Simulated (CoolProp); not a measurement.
Saturated liquid density (kg/m³) of n-decane: the reference equation beside estimates from Tc = 344.5 °C, pc = 2.101 MPa, ω = 0.488. Rackett uses Z = 0.29056 − 0.08775 ω.

Computed with CoolProp (reference Helmholtz-energy equation of state, Lemmon 2006). It is a short technical equation, of lower accuracy than the large ones.

```
T (°C)  reference  Rackett  Redlich-Kwong  Soave-Redlich-Kwong  Peng-Robinson
------  ---------  -------  -------------  -------------------  -------------
116.65      653.7    671.3          514.8                549.3          619.5
138.95      635.0    651.2          498.0                534.5          603.6
161.35      615.5    630.0          480.0                517.9          585.6
183.75      594.9    607.7          460.4                499.4          565.4
206.15      573.0    584.0          439.2                478.7          542.5
228.45      549.5    558.5          416.0                455.2          516.3
250.85      523.2    530.5          390.1                428.0          485.7
273.25      493.2    499.1          360.9                396.2          449.4
295.65      456.7    462.1          326.8                357.6          404.8
```

Absolute difference from the reference over all 9 rows, mean and median: Rackett 1.9 and 1.9 %, Redlich-Kwong 24.0 and 23.4 %, Soave-Redlich-Kwong 17.4 and 16.5 %, Peng-Robinson 6.5 and 5.3 %.
